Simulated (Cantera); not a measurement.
An adiabatic, constant-pressure homogeneous reactor starts with CH4 : H2 : O2 : N2 = 1 : 1.2 : 1.53 : 5.75 (molar parts), equivalence ratio 1.7, at 1400 K and 1.80 bar. Integrator tolerance rtol = 1e-08.

Model: GRI-Mech 3.0 (53 species, 325 reactions), integrated in Cantera.

What does this change do: initial temperature 1400 to 1123 K?


```csv
quantity,before,after
time of steepest temperature rise,0.160 ms,1.32 ms
temperature at 4.00 s,2669 K,2486 K
equilibrium temperature,2669 K,2486 K
x(CH4) at 4.00 s,5.08e-12 (gas-phase equilibrium 5.80e-12),1.07e-11 (gas-phase equilibrium 1.21e-11)
x(H2) at 4.00 s,0.128 (gas-phase equilibrium 0.128),0.131 (gas-phase equilibrium 0.131)
x(O2) at 4.00 s,0.000185 (gas-phase equilibrium 0.000185),3.49e-5 (gas-phase equilibrium 3.49e-5)
x(CH2O) at 4.00 s,7.58e-9 (gas-phase equilibrium 7.58e-9),7.67e-9 (gas-phase equilibrium 7.67e-9)
x(CH2) at 4.00 s,1.76e-12 (gas-phase equilibrium 1.90e-12),<1e-12 (gas-phase equilibrium <1e-12)
x(NO) at 4.00 s,0.000770 (gas-phase equilibrium 0.000770),0.000248 (gas-phase equilibrium 0.000248)
```

What does this change do: H2 1.2 to 3.6 parts?


```tsv
quantity	before	after
time of steepest temperature rise	0.160 ms	67.2 µs
temperature at 4.00 s	2669 K	2489 K
equilibrium temperature	2669 K	2489 K
x(CH4) at 4.00 s	5.08e-12 (gas-phase equilibrium 5.80e-12)	1.19e-10 (gas-phase equilibrium 1.35e-10)
x(H2) at 4.00 s	0.128 (gas-phase equilibrium 0.128)	0.288 (gas-phase equilibrium 0.288)
x(O2) at 4.00 s	0.000185 (gas-phase equilibrium 0.000185)	5.41e-6 (gas-phase equilibrium 5.41e-6)
x(CH2O) at 4.00 s	7.58e-9 (gas-phase equilibrium 7.58e-9)	1.53e-8 (gas-phase equilibrium 1.53e-8)
x(CH2) at 4.00 s	1.76e-12 (gas-phase equilibrium 1.90e-12)	3.93e-12 (gas-phase equilibrium 4.40e-12)
x(NO) at 4.00 s	0.000770 (gas-phase equilibrium 0.000770)	8.81e-5 (gas-phase equilibrium 8.81e-5)
```
